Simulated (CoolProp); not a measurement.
Vapour-liquid equilibrium of o-xylene (1) + n-undecane (2) at 712 kPa; x and y are mole fractions of (1).

Model: multi-fluid Helmholtz-energy mixture model, Zhou 2012 and Aleksandrov 2011; pair parameters Bell 2016, in CoolProp.

```tsv
x	bubble temperature, mixture model (K)	bubble temperature, Raoult's law (K)	y, mixture model	y, Raoult's law
0.05	565.0	564.0	0.085	0.114
0.15	558.2	556.0	0.245	0.305
0.25	551.5	548.7	0.389	0.457
0.35	545.0	542.1	0.517	0.581
0.45	538.7	536.0	0.627	0.681
0.55	532.8	530.4	0.722	0.764
0.65	527.1	525.3	0.802	0.833
0.75	521.9	520.5	0.871	0.891
0.85	516.9	516.1	0.929	0.940
0.95	512.3	512.0	0.978	0.982
```

The largest gap from Raoult's law is +2.9 K in bubble temperature, at x = 0.35. No azeotrope shows between x = 0.05 and 0.95.

Pair parameters are fitted to limited data, so mixtures are less certain than the pure fluids.
